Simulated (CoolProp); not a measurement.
R236EA along the isotherm 412 K: density (kg/m³) from the reference equation and from simpler models built on Tc = 412.4 K, pc = 3.414 MPa, ω = 0.368; each cubic takes its own stable root.

Model: reference Helmholtz-energy equation of state, Rui 2013, in CoolProp.

| p (MPa) | phase | reference | van der Waals | Redlich-Kwong | Soave-Redlich-Kwong | Peng-Robinson |
|---|---|---|---|---|---|---|
| 0.667 | gas | 31.86 | 31.54 | 31.83 | 31.83 | 32.08 |
| 1.33 | gas | ? | 67.85 | 69.21 | 69.22 | 70.39 |
| 2 | gas | 117.1 | 112.6 | 116.4 | 116.4 | 119.6 |
| 2.67 | gas | 185.3 | 173.4 | 182.5 | 182.7 | 190.2 |
| 4 | liquid | 873.2 | 586.1 | ? | ? | 772.4 |
| 4.67 | liquid | 924.4 | 631.6 | 760.9 | 761.9 | 844.6 |
| 5.33 | liquid | 957.2 | ? | 803.0 | ? | ? |
| 6 | liquid | 982.6 | 683.8 | ? | 836.8 | 929.9 |

Problem. What belongs in the gaps?

Solution. 
- 1.33, reference: 69.38
- 4, Redlich-Kwong: 697.2
- 4, Soave-Redlich-Kwong: 698.7
- 5.33, van der Waals: 661.0
- 5.33, Soave-Redlich-Kwong: 803.8
- 5.33, Peng-Robinson: 892.4
- 6, Redlich-Kwong: 836.1
